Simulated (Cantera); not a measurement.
An adiabatic, constant-pressure homogeneous reactor starts with 4.52 % CO, 1.58 % H₂, 4.97 % CH₄, 7.63 % O₂, 81.3 % N₂, at 1350 K and 1.38 atm.

Model: GRI-Mech 3.0 (53 species, 325 reactions), integrated in Cantera.

### Question
Predict: time of steepest temperature rise; temperature at 0.400 s; equilibrium temperature; x(CO) at 0.400 s; x(H₂) at 0.400 s; x(O) at 0.400 s.

### Answer
```json
{
 "time_of_steepest_temperature_rise": "3.43 ms",
 "temperature at 0.400 s": "2080 K",
 "equilibrium_temperature": "2080 K",
 "x(CO) at 0.400 s": "0.0663 (gas-phase equilibrium 0.0663)",
 "x(H₂) at 0.400 s": "0.0382 (gas-phase equilibrium 0.0382)",
 "x(O) at 0.400 s": "8.76e-7 (gas-phase equilibrium 8.77e-7)"
}
```
